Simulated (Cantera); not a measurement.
Equilibrium for silicon etching in halogen gases: Si + F₂ + H₂ + NF₃

A closed system holds: 1 mol Si, 7.1 mol F₂, 0.43 mol H₂, 1.2 mol NF₃, equilibrated at 0.140 bar.

Cantera equilibrium calculation (NASA polynomials, part measured and part estimated; ideal gas, pure solids and liquids). Candidate condensed phases: Si, Si₃N₄; 37 gas species. Equilibrium is a limit: real reactors are often held back by kinetics, nucleation or transport.

From 700 K to 1675 K nothing is condensed. The main Si-bearing gas is SiF₄ throughout.

```csv
T (K),log p F,log p F₂,log p NF₃,log p SiF₄,log p HF,log p N₂,log p NF₂
700,-3.38,-1.07,-1.66,-1.74,-1.81,-5.16,-8.81
775,-2.79,-1.07,-1.69,-1.75,-1.81,-3.32,-7.64
850,-2.29,-1.05,-1.95,-1.78,-1.84,-2.36,-6.94
925,-1.89,-1.06,-2.49,-1.81,-1.88,-2.12,-6.65
1000,-1.56,-1.11,-3.10,-1.85,-1.91,-2.09,-6.55
1075,-1.32,-1.22,-3.75,-1.89,-1.95,-2.11,-6.54
1150,-1.15,-1.40,-4.44,-1.93,-2.00,-2.16,-6.63
1225,-1.04,-1.65,-5.19,-1.98,-2.04,-2.20,-6.80
1300,-0.98,-1.94,-5.96,-2.01,-2.07,-2.23,-7.02
1375,-0.95,-2.25,-6.71,-2.02,-2.09,-2.25,-7.27
1450,-0.94,-2.55,-7.41,-2.03,-2.10,-2.25,-7.50
1525,-0.94,-2.84,-8.06,-2.04,-2.10,-2.26,-7.73
1600,-0.93,-3.10,-8.66,-2.04,-2.10,-2.26,-7.93
1675,-0.93,-3.34,-9.20,-2.04,-2.11,-2.26,-8.12
```
log p: log10 of the partial pressure in bar; nothing condenses.
